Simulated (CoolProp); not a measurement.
Vapour-liquid equilibrium of R125 (1) + propylene (2) at 269.4 K; x and y are mole fractions of (1).

Values from CoolProp's multi-fluid Helmholtz-energy mixture model, Lemmon 2005 and Lemmon 2013; pair parameters Bell 2016.

Q: Give the bubble pressure and the first vapour's composition at x = 0.05, 0.25, 0.35. Is there an azeotrope?

A: x = 0.05: 567.0 kPa, y = 0.114; x = 0.25: 672.2 kPa, y = 0.362; x = 0.35: 696.7 kPa, y = 0.434. y crosses x between x = 0.55 and 0.65: the model has an azeotrope there.

Pair parameters are fitted to limited data, so mixtures are less certain than the pure fluids.
